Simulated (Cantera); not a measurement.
Input (Python, Cantera) and output of one run.

```python
import numpy as np
import cantera as ct

gas_names = """
    CL CL2 H HCL H2 Si SiCL SiCL2 SiCL3 SiCL4 SiH SiHCL3 SiH2 SiH2CL2 SiH3 SiH3CL SiH4 Si2 Si3
""".split()
cond_names = """
    Si(cr) Si(L)
""".split()


# ... load() reads the species with a 1 bar reference pressure and builds the phases ...
atoms = {
    'Si2H6': {'Si': 2, 'H': 6},
    'Cl2': {'CL': 2},
    'H2': {'H': 2},
}
top_T = {}  # K; cautious upper limits of use, not melting points


# ... equilibrate(T, P, feed) seeds the gas with the atoms and calls Mixture.equilibrate('TP', solver="vcs", rtol=1e-11, max_steps=5000) ...
results = []
feed = {'Si2H6': 1, 'Cl2': 0.073, 'H2': 68}  # mol
T = 1500  # K
P = 110000  # Pa
mix = equilibrate(T, P, feed)
results.append((T, P, feed, dict(zip(mix.species_names, mix.species_moles))))
x = sorted(zip(gas.X, gas.species_names), reverse=True)
print(f"T = {T:g} K  P = {P:g} Pa  gas = {mix.phase_moles(0):.4g} mol")
print("   x: " + "  ".join(f"{s} {v:.3e}" for v, s in x if v > 1e-06))
print("   condensed (mol): " + ("  ".join(f"{mix.phase(i).name} {mix.phase_moles(i):.4g}"
      for i in range(1, mix.n_phases) if mix.phase_moles(i) > 1e-12) or "none"))
```

It prints:

```
T = 1500 K  P = 110000 Pa  gas = 71.07 mol
   x: H2 9.979e-01  HCL 2.025e-03  H 1.677e-05  SiCL2 1.320e-05  SiH2 1.495e-06  SiH3CL 1.160e-06  SiH4 1.124e-06
   condensed (mol): Si(cr) 1.999
```

Method: chemical equilibrium by Gibbs-energy minimisation in Cantera with the NASA 1993 tables (ideal gas, pure condensed phases). The feed counts by its element totals alone.
